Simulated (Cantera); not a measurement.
Premixed flame

A freely propagating, adiabatic, planar premixed flame of CH4 : O2 : N2 = 1 : 1.67 : 6.67 (molar parts), equivalence ratio 1.2, unburnt at 723 K and 0.133 bar; multicomponent+Soret transport, grid criteria slope 0.08 and curve 0.16, no radiation.

Cantera simulation using GRI-Mech 3.0 (53 species, 325 reactions); the numbers are that mechanism's predictions, not measurements. Burning velocities carry a grid error of a few per cent, more on coarse grids.

```
z (mm)  T (K)  u (m/s)    x CH4     x O2    x CH2O       x H     x CH2     x CO2
------  -----  -------  -------  -------  --------  --------  --------  --------
-5.88     723     2.27    0.107    0.179   4.33e-7   7.87e-8     <1e-8   1.08e-7
-3.92     725     2.28    0.106    0.178   6.09e-6   1.53e-6     <1e-8   2.16e-6
-2.94     732     2.31    0.105    0.177   2.37e-5   8.89e-6     <1e-8   1.45e-5
-1.96     783     2.49   0.0999    0.173  0.000113   6.33e-5   1.51e-8  0.000168
-0.980   1112     3.60   0.0718    0.145  0.000758  0.000612   2.33e-6   0.00248
-0.490   1480     4.88   0.0392    0.104   0.00125   0.00226   3.42e-5   0.00720
0        1830     6.12   0.0107   0.0577  0.000825   0.00665  0.000109    0.0150
0.490    1995     6.71  0.00129   0.0285  0.000213    0.0122   5.23e-5    0.0242
0.980    2034     6.83  8.66e-5   0.0163   2.15e-5    0.0159   5.86e-6    0.0326
1.96     2050     6.86  3.41e-7   0.0102   1.00e-7    0.0183   2.87e-8    0.0427
3.92     2062     6.89    <1e-8  0.00876     <1e-8    0.0188     <1e-8    0.0485
7.84     2077     6.93    <1e-8  0.00826     <1e-8    0.0181     <1e-8    0.0498
15.7     2101     6.99    <1e-8  0.00766     <1e-8    0.0165     <1e-8    0.0502
```
x: mole fraction of selected species; z is measured from the peak of heat release.

```json
{
 "laminar_burning_velocity": "227 cm/s",
 "thermal_thickness": "1.96 mm",
 "peak x(CH2O)": "0.00125",
 "peak x(H)": "0.0188",
 "peak x(CH2)": "0.000111",
 "grid_points": "151"
}
```
